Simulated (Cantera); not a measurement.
A closed system holds: 1 mol PbO, 2.5 mol H2, 0.11 mol H2O, held at 1200 K and 690 Pa.

Equilibrium computed with Cantera from the NASA thermochemical tables; the gas is ideal and each condensed phase is pure. Candidate condensed phases: H2O, Pb, PbO, PbO2, Pb3O4; 12 gas species. Kinetics and transport are ignored.

Base state: H2 0.521, H2O 0.386, Pb 0.0932 (mole fractions); condensed: Pb(l).

What changes in the equilibrium state with this change: temperature from 1200 K to 748 K?


| species | before | after |
|---|---|---|
| H2 | 0.521 | 0.575 |
| H2O | 0.386 | 0.425 |
| Pb | 0.0932 | 1.27e-6 |
| Pb(l), mol | 0.732 | 1.000 |
